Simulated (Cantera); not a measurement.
Input: 1 mol B2H6, 7.2 mol O2, equilibrated at 2448 K.

These are equilibrium values from Cantera (NASA tables, ideal gas, pure condensed phases), not measurements of a reactor. Candidate condensed phases: B, B2O3, B3O3H3, H2O; 23 gas species. The feed counts by its element totals alone. Kinetics and transport are ignored.

Problem. At 100000 Pa, list the 6 most abundant gas species with their mole fractions, and the condensed phases.

Solution. O2 0.490, H2O 0.258, HBO2 0.175, OH 0.0243, B2O3 0.0223, BO2 0.0199. Condensed: gas only.
